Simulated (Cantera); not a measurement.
**Silicon oxide and oxynitride deposition: Si2H6 + H2O + N2 + NO**

A closed system holds: 1 mol Si2H6, 2.9 mol H2O, 6 mol N2, 0.19 mol NO, equilibrated at 13.3 mbar.

Equilibrium computed with Cantera from the NASA thermochemical tables; the gas is ideal and each condensed phase is pure. Candidate condensed phases: H2O, Si, SiO2, Si2N2O, Si3N4; 35 gas species. The feed counts by its element totals alone. Mutual solubility and eutectic melting of coexisting phases are not modelled. The tables hold silica as quartz up to 1696 K and as liquid above; real silica turns to tridymite and cristobalite and melts near 1996 K. The numbers say what is thermodynamically allowed, not how fast it happens.

```csv
T (K),x H2,x N2,x H2O,x NH3,x H,x SiO,n SiO2(α-quartz),n Si2N2O(s),n SiO2(β-quartz)
773,0.505,0.495,3.09e-6,1.33e-5,5.58e-12,<1e-12,1.39,0.303,0
823,0.505,0.495,4.69e-6,8.02e-6,4.51e-11,<1e-12,1.39,0.303,0
873,0.505,0.495,6.74e-6,5.10e-6,2.88e-10,<1e-12,0,0.303,1.39
923,0.505,0.495,9.27e-6,3.40e-6,1.50e-9,<1e-12,0,0.303,1.39
973,0.505,0.495,1.23e-5,2.35e-6,6.65e-9,<1e-12,0,0.303,1.39
1023,0.505,0.495,1.59e-5,1.69e-6,2.55e-8,5.38e-12,0,0.303,1.39
1073,0.505,0.495,1.99e-5,1.25e-6,8.62e-8,8.76e-11,0,0.303,1.39
1123,0.505,0.495,2.45e-5,9.44e-7,2.62e-7,1.11e-9,0,0.303,1.39
1173,0.505,0.495,2.96e-5,7.31e-7,7.25e-7,1.12e-8,0,0.303,1.39
```
x: gas mole fraction; n: condensed amount in mol.

From 773 K to 823 K the condensed part is SiO2(α-quartz) + Si2N2O(s). From 873 K to 1173 K the condensed part is SiO2(β-quartz) + Si2N2O(s).
